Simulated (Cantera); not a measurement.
Mixture: CH₄ : CO : O₂ : N₂ : H₂O = 1 : 0.073 : 4.85 : 18.2 : 0.92 (molar parts), equivalence ratio 0.42, at 5.00 bar, adiabatic and at constant volume. Ignition delay is the time to a rise of 400 K.

Computed with Cantera and GRI-Mech 3.0 (53 species, 325 reactions).

What does this change do: CH4 1 to 2.8 parts?


```
quantity                                                before       after
--------------------------------------------------  ----------  ----------
delay at 1223 K                                        5.09 ms     8.20 ms
delay at 1423 K                                       0.524 ms    0.810 ms
delay at 1623 K                                        85.3 µs    0.113 ms
delay at 1823 K                                        21.1 µs     23.2 µs
delay at 2023 K                                        7.23 µs     7.06 µs
apparent activation energy between 1823 and 2023 K  160 kJ/mol  180 kJ/mol
```

What does this change do: constant pressure in place of constant volume?


```
quantity                                                before       after
--------------------------------------------------  ----------  ----------
delay at 1223 K                                        5.09 ms     5.26 ms
delay at 1423 K                                       0.524 ms    0.547 ms
delay at 1623 K                                        85.3 µs     89.7 µs
delay at 1823 K                                        21.1 µs     22.5 µs
delay at 2023 K                                        7.23 µs     8.80 µs
apparent activation energy between 1823 and 2023 K  160 kJ/mol  140 kJ/mol
```
